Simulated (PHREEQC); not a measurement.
A solution holds 0.0027 mol NH3, 0.093 mol K2SO4 and 0.012 mol H3BO3 per kg of water, at 25 °C. It is in equilibrium with CO2 at log p = -2 (atm). Otherwise closed; pH follows from the charge balance.

Model: ion-association model, phreeqc.dat, run in PHREEQC.

No solid was allowed to form.

Problem. Order these C species by the share of C that they hold, largest first: HCO3-, CO3-2, CO2.

Solution. HCO3- (89 %), CO2 (11 %), CO3-2 (0.13 %)

Problem. Order these N species by the share of N that they hold, largest first: NH4+, NH4SO4-, NH3.

Solution. NH4+ (81 %), NH4SO4- (18 %), NH3 (0.36 %)

The pH is 7.10 and the ionic strength 0.238 mol/kgw.
